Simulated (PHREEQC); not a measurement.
Dissolve 70.2 mmol/kgw HCl, 160 mmol/kgw CaCl2 and 2 mmol/kgw MnSO4 at 35 °C. Closed to the air; pH follows from the charge balance.

Model: ion-association model, phreeqc.dat, run in PHREEQC.

Precipitation was switched off in this run.

Problem. Order these Mn species by the share of Mn that they hold, largest first: MnCl3-, MnSO4, MnCl2, MnCl+, Mn+2.

Solution. Mn+2 (72 %), MnCl+ (26 %), MnCl2 (1.7 %), MnSO4 (0.26 %), MnCl3- (0.19 %)

Problem. Order these S species by the share of S that they hold, largest first: SO4-2, CaSO4, CaHSO4+, HSO4-, MnSO4.

Solution. HSO4- (35 %), CaSO4 (27 %), SO4-2 (21 %), CaHSO4+ (17 %), MnSO4 (0.26 %)

The pH is 1.28 and the ionic strength 0.552 mol/kgw. Complexes and solids missing from the database can't appear.
